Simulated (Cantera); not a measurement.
Cantera with NASA thermochemical tables; ideal gases at 1 bar, condensed phases pure. Values are per mole of reaction as written; species without (g) are pure solids or liquids, kept so even where they would boil at 1 bar.

5 NO2(g) + P4(g) ⇌ 5 N(g) + P4O10

```tsv
T (K)	ΔH° (kJ)	ΔS° (J/K)	ΔG° (kJ)	log10 K
300	-876.4	-485.2	-730.8	127.25
450	-864.1	-452.4	-660.5	76.67
500	-858.8	-441.3	-638.2	66.67
550	(withheld)	(withheld)	(withheld)	(withheld)
600	-846.9	-419.6	-595.1	51.81
650	(withheld)	(withheld)	(withheld)	(withheld)
```

Q: Some entries are withheld; supply them.

A: 
- 550, ΔH° (kJ): -853.1
- 550, ΔS° (J/K): -430.4
- 550, ΔG° (kJ): -616.4
- 550, log10 K: 58.54
- 650, ΔH° (kJ): -840.2
- 650, ΔS° (J/K): -408.9
- 650, ΔG° (kJ): -574.4
- 650, log10 K: 46.16
